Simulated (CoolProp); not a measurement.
Octamethylcyclotetrasiloxane (D4) along the isotherm 346.85 °C: density (kg/m³) from the reference equation and from simpler models built on Tc = 313.4 °C, pc = 1347 kPa, ω = 0.598; each cubic takes its own stable root.

Values from CoolProp's reference Helmholtz-energy equation of state, Thol 2015.

```json
[
 {"p (kPa)": "42.6", "phase": "gas", "reference": "2.474", "ideal gas": "2.451", "van der Waals": "2.472", "Redlich-Kwong": "2.474", "Soave-Redlich-Kwong": "2.473"},
 {"p (kPa)": "87.5", "phase": "gas", "reference": "5.130", "ideal gas": "5.035", "van der Waals": "5.122", "Redlich-Kwong": "5.132", "Soave-Redlich-Kwong": "5.126"},
 {"p (kPa)": "180", "phase": "gas", "reference": "10.78", "ideal gas": "10.36", "van der Waals": "10.74", "Redlich-Kwong": "10.78", "Soave-Redlich-Kwong": "10.76"},
 {"p (kPa)": "369", "phase": "gas", "reference": "23.12", "ideal gas": "21.23", "van der Waals": "22.97", "Redlich-Kwong": "23.16", "Soave-Redlich-Kwong": "23.02"},
 {"p (kPa)": "758", "phase": "gas", "reference": "53.06", "ideal gas": "43.62", "van der Waals": "52.45", "Redlich-Kwong": "53.36", "Soave-Redlich-Kwong": "52.42"},
 {"p (kPa)": "1560", "phase": "supercritical", "reference": "157.6", "ideal gas": "89.76", "van der Waals": "176.2", "Redlich-Kwong": "170.4", "Soave-Redlich-Kwong": "150.4"},
 {"p (kPa)": "3190", "phase": "supercritical", "reference": "473.0", "ideal gas": "183.6", "van der Waals": "370.5", "Redlich-Kwong": "435.2", "Soave-Redlich-Kwong": "404.4"},
 {"p (kPa)": "6560", "phase": "supercritical", "reference": "573.1", "ideal gas": "377.5", "van der Waals": "436.3", "Redlich-Kwong": "543.5", "Soave-Redlich-Kwong": "527.6"},
 {"p (kPa)": "13500", "phase": "supercritical", "reference": "646.2", "ideal gas": "776.8", "van der Waals": "490.5", "Redlich-Kwong": "635.4", "Soave-Redlich-Kwong": "626.3"}
]
```
